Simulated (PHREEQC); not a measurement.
A PHREEQC speciation (ion-association model, phreeqc.dat) at 25 °C gives pH 1.60 and these molalities:

| species | mol/kgw |
|---|---|
| CuSO4 | 0.268 |
| Cu+2 | 0.242 |
| SO4-2 | 0.210 |
| HSO4- | 0.101 |
| H+ | 0.0334 |
| Na+ | 0.00304 |
| NaSO4- | 0.000555 |

What are the element totals, and what could have been dissolved in 1 kg of water to give them?

One answer among several that fit: totals Cu(2) 0.510, Na 0.00360, S(6) 0.579 mol/kgw, from 0.51 mol/kgw CuSO4, 0.067 mol/kgw H2SO4 and 0.0018 mol/kgw Na2SO4.

Precipitation was switched off in this run. Caution: at this ionic strength the ion-association model is outside its range; a Pitzer model would be the better tool where its parameters exist.
